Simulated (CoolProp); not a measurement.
A simple Rankine cycle with vinyl chloride: condensing at 330.15 K, boiler at 2.15 MPa, turbine inlet 374.4 K, turbine efficiency 0.9, pump efficiency 0.8, no recuperator. Each further row changes one setting.

Model: reference Helmholtz-energy equation of state, Thol 2022, in CoolProp.

```csv
case,thermal efficiency (%),net work (kJ/kg),heat in (kJ/kg),turbine exit temperature (K),volume ratio over the turbine
as stated,8.5,26.5,312,330.1,2.27
turbine inlet 394.4 K,8.7,29.6,338,347.1,2.23
condensing temperature 322.15 K,10.1,32.8,325,322.2,2.73
boiler pressure 1.5 MPa,5.2,17.1,327,348.4,1.57
turbine efficiency 0.8,7.5,23.3,312,330.1,2.29
```

The expansion ends wet for: as stated; condensing temperature 322.15 K; turbine efficiency 0.8.
